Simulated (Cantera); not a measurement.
An isothermal, constant-pressure homogeneous reactor starts with N₂O : H₂O = 1 : 0.066 (molar parts), at 1525 K and 0.0267 bar. Integrator tolerance rtol = 1e-08.

Computed with Cantera and GRI-Mech 3.0 (53 species, 325 reactions). GRI-Mech 3.0 was tuned for natural gas; its chemistry of N2O as a main component is partial and can be far from experiment. Radical loss at walls, strong at low pressure, is not modelled. The temperature is held fixed by assumption; the heat of reaction is taken as removed at once.

What does this change do: temperature 1525 to 1498 K?


| quantity | before | after |
|---|---|---|
| x(N₂O) at 50.0 s | 3.57e-6 (gas-phase equilibrium 1.37e-8) | 3.24e-6 (gas-phase equilibrium 1.22e-8) |
| x(H₂O) at 50.0 s | 0.0421 (gas-phase equilibrium 0.0421) | 0.0421 (gas-phase equilibrium 0.0421) |
| x(H) at 50.0 s | 1.71e-7 (gas-phase equilibrium 1.60e-7) | 1.04e-7 (gas-phase equilibrium 9.75e-8) |
| x(O) at 50.0 s | 1.78e-5 (gas-phase equilibrium 1.97e-5) | 1.24e-5 (gas-phase equilibrium 1.37e-5) |
| x(O₂) at 50.0 s | 0.256 (gas-phase equilibrium 0.318) | 0.258 (gas-phase equilibrium 0.319) |
